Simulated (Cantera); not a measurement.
## Silicon oxide and oxynitride deposition: SiH₄ + H₂O + H₂

Feed: 1 mol SiH₄, 0.14 mol H₂O, 2.2 mol H₂, equilibrated at 0.0470 bar.

Equilibrium computed with Cantera from the NASA thermochemical tables; the gas is ideal and each condensed phase is pure. Candidate condensed phases: H₂O, Si, SiO₂; 18 gas species. Mutual solubility and eutectic melting of coexisting phases are not modelled. The tables hold silica as quartz up to 1696 K and as liquid above; real silica turns to tridymite and cristobalite and melts near 1996 K. Kinetics and transport are ignored.

At 823 K the condensed part is Si(s) + SiO₂(α-quartz). From 923 K to 1523 K the condensed part is Si(s) + SiO₂(β-quartz). The main Si-bearing gas is SiH₄ at 823 K and SiO at 1523 K.

```json
[
 {"T (K)": "823", "x H₂": "1.00", "x SiO": "1.35e-12", "x H": "3.38e-11", "x H₂O": "4.74e-12", "x SiH₂": "<1e-12", "x Si": "<1e-12", "x SiH": "<1e-12", "x SiH₄": "1.06e-8", "n Si(s)": "0.930", "n SiO₂(α-quartz)": "0.0700", "n SiO₂(β-quartz)": "0"},
 {"T (K)": "923", "x H₂": "1.00", "x SiO": "3.38e-10", "x H": "1.13e-9", "x H₂O": "1.24e-10", "x SiH₂": "8.30e-12", "x Si": "<1e-12", "x SiH": "<1e-12", "x SiH₄": "1.54e-8", "n Si(s)": "0.930", "n SiO₂(α-quartz)": "0", "n SiO₂(β-quartz)": "0.0700"},
 {"T (K)": "1023", "x H₂": "1.00", "x SiO": "2.83e-8", "x H": "1.91e-8", "x H₂O": "1.69e-9", "x SiH₂": "1.80e-10", "x Si": "<1e-12", "x SiH": "<1e-12", "x SiH₄": "2.06e-8", "n Si(s)": "0.930", "n SiO₂(α-quartz)": "0", "n SiO₂(β-quartz)": "0.0700"},
 {"T (K)": "1123", "x H₂": "1.000", "x SiO": "1.06e-6", "x H": "1.96e-7", "x H₂O": "1.44e-8", "x SiH₂": "2.26e-9", "x Si": "1.37e-12", "x SiH": "7.54e-12", "x SiH₄": "2.61e-8", "n Si(s)": "0.930", "n SiO₂(α-quartz)": "0", "n SiO₂(β-quartz)": "0.0700"},
 {"T (K)": "1223", "x H₂": "1.000", "x SiO": "2.18e-5", "x H": "1.39e-6", "x H₂O": "8.50e-8", "x SiH₂": "1.87e-8", "x Si": "6.85e-11", "x SiH": "1.93e-10", "x SiH₄": "3.19e-8", "n Si(s)": "0.930", "n SiO₂(α-quartz)": "0", "n SiO₂(β-quartz)": "0.0700"},
 {"T (K)": "1323", "x H₂": "1.000", "x SiO": "0.000281", "x H": "7.31e-6", "x H₂O": "3.82e-7", "x SiH₂": "1.13e-7", "x Si": "1.89e-9", "x SiH": "3.00e-9", "x SiH₄": "3.77e-8", "n Si(s)": "0.929", "n SiO₂(α-quartz)": "0", "n SiO₂(β-quartz)": "0.0694"},
 {"T (K)": "1423", "x H₂": "0.997", "x SiO": "0.00251", "x H": "3.06e-5", "x H₂O": "1.38e-6", "x SiH₂": "5.25e-7", "x Si": "3.25e-8", "x SiH": "3.16e-8", "x SiH₄": "4.34e-8", "n Si(s)": "0.925", "n SiO₂(α-quartz)": "0", "n SiO₂(β-quartz)": "0.0645"},
 {"T (K)": "1523", "x H₂": "0.983", "x SiO": "0.0166", "x H": "0.000106", "x H₂O": "4.15e-6", "x SiH₂": "1.97e-6", "x Si": "3.84e-7", "x SiH": "2.41e-7", "x SiH₄": "4.80e-8", "n Si(s)": "0.893", "n SiO₂(α-quartz)": "0", "n SiO₂(β-quartz)": "0.0333"}
]
```
x: gas mole fraction; n: condensed amount in mol.
